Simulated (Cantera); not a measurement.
A closed system holds: 1 mol Fe(CO)5, a varied amount of N2, equilibrated at 948.15 K and 0.660 bar.

Cantera equilibrium calculation (NASA polynomials, part measured and part estimated; ideal gas, pure solids and liquids). Candidate condensed phases: C, Fe, Fe(CO)5, FeO, Fe2O3, Fe3O4; 27 gas species. Condensed phases not in the tables: cementite and carbon dissolved in iron. Rates play no part.

Task: At 9.2 mol N2, list the 3 most abundant gas species with their mole fractions, and the condensed phases.

Result: N2 0.691, CO 0.241, CO2 0.0672. Condensed: C(graphite) + Fe(α).
